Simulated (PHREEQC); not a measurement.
Brackish or sea water (model solution)

A made-up water analysis in mg/kgw, 25 °C, pH 8.69:

```tsv
constituent	mg/kgw
Na	4750
K	180
Ca	25.2
Mg	136
Cl	8070
S(6) as SO4	25.6
Alkalinity as HCO3	16.5
Sr	183
```

Valence states are taken as typed.

All values are PHREEQC results (Pitzer model, pitzer.dat), not measurements.

Precipitation was switched off in this run.

Problem. Estimate the activity of water.

Solution. activity of water 0.993.

Problem. In which forms is C present?

Solution. HCO3- 90 %, CO3-2 7.7 %, MgCO3 2.3 % of the C.
